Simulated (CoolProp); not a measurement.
The fluid at 293.26 K and 0.0197 MPa expands adiabatically to 0.00561 MPa with isentropic efficiency 1. The same conditions are run with several fluids, on thermodynamics alone (safety and materials aside).

Model: reference Helmholtz-energy equation of state of each fluid (n-perfluorohexane: Gao 2022; normal hydrogen: Leachman 2009; R1132(E): Akasaka 2024; R236EA: Rui 2013; dimethyl ether: Wu 2011), in CoolProp.

Problem. Rank n-perfluorohexane, normal hydrogen, R1132(E), R236EA, dimethyl ether by work (kJ/kg), highest first.

Solution. normal hydrogen (1270), dimethyl ether (61.1), R1132(E) (43.7), R236EA (19.2), n-perfluorohexane (8.79)

```csv
fluid,final temperature (K),final density (kg/m³)
n-perfluorohexane,281.8,0.814
normal hydrogen,202.4,0.00672
R1132(E),243.9,0.177
R236EA,269.5,0.382
dimethyl ether,247.8,0.126
```
